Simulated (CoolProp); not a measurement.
Vapour-liquid equilibrium of 1-butene (1) + n-butane (2) at 281.6 K; x and y are mole fractions of (1).

Model: multi-fluid Helmholtz-energy mixture model, Lemmon 2005 and Bücker 2006; pair parameters Bell 2016, in CoolProp.

```tsv
x	bubble pressure, mixture model (MPa)	bubble pressure, Raoult's law (MPa)	y, mixture model	y, Raoult's law
0.05	0.1424	0.1423	0.061	0.061
0.125	(withheld)	0.1448	(withheld)	0.150
0.2	0.1479	0.1473	0.238	0.236
0.275	0.1507	0.1498	0.321	0.320
0.35	0.1535	0.1523	0.402	0.400
0.425	0.1562	0.1548	(withheld)	0.478
0.5	0.1589	0.1573	0.553	0.553
0.575	(withheld)	0.1598	(withheld)	0.626
0.65	0.1640	0.1623	0.694	0.697
0.725	0.1664	0.1648	(withheld)	0.765
0.8	(withheld)	0.1673	(withheld)	0.832
0.875	0.1708	0.1698	0.892	0.897
0.95	0.1728	0.1724	0.957	0.959
```

Fill in the missing entries.


- 0.125, bubble pressure, mixture model (MPa): 0.1451
- 0.125, y, mixture model: 0.151
- 0.425, y, mixture model: 0.479
- 0.575, bubble pressure, mixture model (MPa): 0.1615
- 0.575, y, mixture model: 0.624
- 0.725, y, mixture model: 0.761
- 0.8, bubble pressure, mixture model (MPa): 0.1687
- 0.8, y, mixture model: 0.827

The largest gap from Raoult's law is +1.1 % in bubble pressure, at x = 0.575. No azeotrope shows between x = 0.05 and 0.95.

Pair parameters are fitted to limited data, so mixtures are less certain than the pure fluids.
